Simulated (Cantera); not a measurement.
**Reactions in the system Cl-H-O-Sr**

Cantera with NASA thermochemical tables; ideal gases at 1 bar, condensed phases pure. Values are per mole of reaction as written; species without (g) are pure solids or liquids, kept so even where they would boil at 1 bar.

2 HCl(g) + SrO → Cl₂(g) + H₂O(g) + Sr

```tsv
T (K)	ΔH° (kJ)	ΔS° (J/K)	ΔG° (kJ)	log10 K
1975	531.4	31.1	469.9	-12.43
2000	531.2	31.0	469.2	-12.25
2025	531.0	30.9	468.4	-12.08
2050	530.8	30.8	467.6	-11.91
2075	530.6	30.7	466.9	-11.75
```
